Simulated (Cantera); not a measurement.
A perfectly stirred reactor is fed with CH3OH : O2 : N2 = 1 : 2.5 : 9.4 (molar parts), equivalence ratio 0.60, at 0.987 atm; it is adiabatic with a 425 K inlet, and is followed from long to short residence time, starting on the burning branch (τ in s: 0.29, 0.11, 0.043, 0.017, 0.0065, 0.0025, 0.00096, 0.00037, 0.00014, 5.5e-05).

Model: GRI-Mech 3.0 (53 species, 325 reactions), integrated in Cantera. GRI-Mech 3.0 was tuned for natural gas; its chemistry of methanol as a main component is partial and can be far from experiment.

Task: Predict: blow-out, bracketed by the residence times tried; x(CH3OH) at τ = 0.290 s; x(O2) at τ = 0.290 s; x(NO2) at τ = 0.290 s; x(N2O) at τ = 0.290 s; x(CH3OH) at τ = 2.50 ms; x(O2) at τ = 2.50 ms; x(NO2) at τ = 2.50 ms; x(N2O) at τ = 2.50 ms.

Result: 
- blow-out, bracketed by the residence times tried: burning at 0.370 ms, out at 0.140 ms
- x(CH3OH) at τ = 0.290 s: 1.59e-6
- x(O2) at τ = 0.290 s: 0.0744
- x(NO2) at τ = 0.290 s: 4.95e-8
- x(N2O) at τ = 0.290 s: 2.76e-7
- x(CH3OH) at τ = 2.50 ms: 3.86e-5
- x(O2) at τ = 2.50 ms: 0.0759
- x(NO2) at τ = 2.50 ms: 7.85e-9
- x(N2O) at τ = 2.50 ms: 4.71e-7
